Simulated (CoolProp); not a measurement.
R11 along the isotherm 213.15 °C: fugacity coefficient from the reference equation and from simpler models built on Tc = 198.0 °C, pc = 4408 kPa, ω = 0.189; each cubic takes its own stable root.

Model: reference Helmholtz-energy equation of state, Jacobsen 1992, in CoolProp.

```tsv
p (kPa)	phase	reference
3670	gas	0.7535
7350	supercritical	0.5057
11000	supercritical	0.3870
14700	supercritical	0.3285
18400	supercritical	0.2959
22000	supercritical	0.2770
25700	supercritical	0.2653
29400	supercritical	0.2589
33100	supercritical	0.2561
36700	supercritical	0.2561
40400	supercritical	0.2582
44100	supercritical	0.2622
```

Problem. How far does each simpler model (van der Waals, Redlich-Kwong, Soave-Redlich-Kwong, Peng-Robinson) lie from the reference over these 12 states: mean and median of the absolute difference, and the worst?

Solution. 
- van der Waals: mean 25.5 %, median 25.2 %, worst +50.5 % at 213.15 °C and 44100 kPa
- Redlich-Kwong: mean 4.2 %, median 4.9 %, worst +6.3 % at 213.15 °C and 44100 kPa
- Soave-Redlich-Kwong: mean 6.1 %, median 7.0 %, worst +8.7 % at 213.15 °C and 44100 kPa
- Peng-Robinson: mean 4.3 %, median 3.8 %, worst -8.0 % at 213.15 °C and 44100 kPa
